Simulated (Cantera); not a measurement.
Cantera run:

```python
import numpy as np
import cantera as ct

gas_names = """
    CL CL2 H HCL H2 Si SiCL SiCL2 SiCL3 SiCL4 SiH SiHCL3 SiH2 SiH2CL2 SiH3 SiH3CL SiH4 Si2 Si3
""".split()
cond_names = """
    Si(cr) Si(L)
""".split()


def load(file, names, dense=False):
    # The tables refer to 1 bar. Condensed volumes are neglected.
    table = {s.name: s for s in ct.Species.list_from_file(file)}
    out = []
    for n in names:
        d = dict(table[n].input_data)
        d["thermo"] = dict(d["thermo"], **{"reference-pressure": 1e5})
        if dense:
            d["equation-of-state"] = {"model": "constant-volume", "density": "1e6 g/cm^3"}
        out.append(ct.Species.from_dict(d))
    return out


gas = ct.Solution(thermo="ideal-gas", species=load("nasa_gas.yaml", gas_names))
cond = {s.name: ct.Solution(thermo="fixed-stoichiometry", species=[s], name=s.name)
        for s in load("nasa_condensed.yaml", cond_names, dense=True)}
atoms = {
    'Si': {'Si': 1},
    'HCl': {'H': 1, 'CL': 1},
    'H2': {'H': 2},
}
top_T = {}  # K; cautious upper limits of use, not melting points


def equilibrate(T, P, feed):
    n = {}
    for name, mol in feed.items():
        for a, k in atoms[name].items():
            n[a] = n.get(a, 0.0) + k * mol
    gas.TPX = T, P, n
    mass = sum(n.values()) * gas.mean_molecular_weight
    gas.equilibrate("TP")
    valid = [c for c in cond.values() if c.min_temp <= T <= top_T.get(c.name, c.max_temp)]
    mix = ct.Mixture([(gas, mass / gas.mean_molecular_weight)] + [(c, 0.0) for c in valid])
    mix.T, mix.P = T, P
    mix.equilibrate("TP", solver="vcs", rtol=1e-11, max_steps=5000)
    return mix


results = []
feed = {'Si': 1, 'HCl': 1.2, 'H2': 1.4}  # mol
P = 12  # Pa
for T in [475, 525, 575, 625, 675, 725, 775, 825, 875, 925, 975, 1025, 1075, 1125]:
    mix = equilibrate(T, P, feed)
    results.append((T, P, feed, dict(zip(mix.species_names, mix.species_moles))))

top = {s: max(r[3][s] / sum(r[3][g] for g in gas_names) for r in results) for s in gas_names}
cols = sorted((s for s in top if top[s] > 0.001), key=lambda s: -top[s])[:9]
seen = [c for c in cond_names if any(r[3].get(c, 0) > 1e-12 for r in results)]
print("log10 of partial pressures in bar; condensed amounts in mol")
print(f"{'T/K':>10s}" + "".join(f"{s[:9]:>10s}" for s in cols + seen))
for T, P, feed, n in results:
    ng = sum(n[g] for g in gas_names)
    print(f"{T:10.4g}" + "".join(f"{np.log10(max(n[s] / ng * P / 1e5, 1e-99)):10.3f}" for s in cols)
          + "".join(f"{n.get(c, 0):10.4g}" for c in seen))
```

Output:

```
log10 of partial pressures in bar; condensed amounts in mol
       T/K        H2       HCL     SiCL4     SiCL2     SiCL3    SiHCL3    Si(cr)
       475    -3.983    -9.011    -4.826   -14.774   -11.954    -5.990    0.6951
       525    -3.983    -8.251    -4.826   -13.081   -10.842    -6.000    0.6952
       575    -3.983    -7.625    -4.825   -11.685    -9.925    -6.011    0.6954
       625    -3.983    -7.101    -4.825   -10.515    -9.156    -6.023    0.6958
       675    -3.983    -6.656    -4.826    -9.522    -8.503    -6.036    0.6966
       725    -3.984    -6.274    -4.828    -8.668    -7.942    -6.049    0.6982
       775    -3.986    -5.945    -4.833    -7.928    -7.457    -6.064     0.701
       825    -3.989    -5.658    -4.844    -7.282    -7.035    -6.083    0.7056
       875    -3.995    -5.408    -4.863    -6.716    -6.671    -6.109    0.7122
       925    -4.004    -5.193    -4.898    -6.222    -6.360    -6.149    0.7198
       975    -4.016    -5.010    -4.961    -5.796    -6.105    -6.210    0.7254
      1025    -4.034    -4.863    -5.074    -5.441    -5.917    -6.311    0.7239
      1075    -4.054    -4.755    -5.269    -5.165    -5.817    -6.473    0.7105
      1125    -4.072    -4.689    -5.577    -4.981    -5.824    -6.719    0.6887
```

Cantera equilibrium calculation (NASA polynomials, part measured and part estimated; ideal gas, pure solids and liquids). The tables' values for SiCl3 are old estimates; treat these amounts as uncertain.
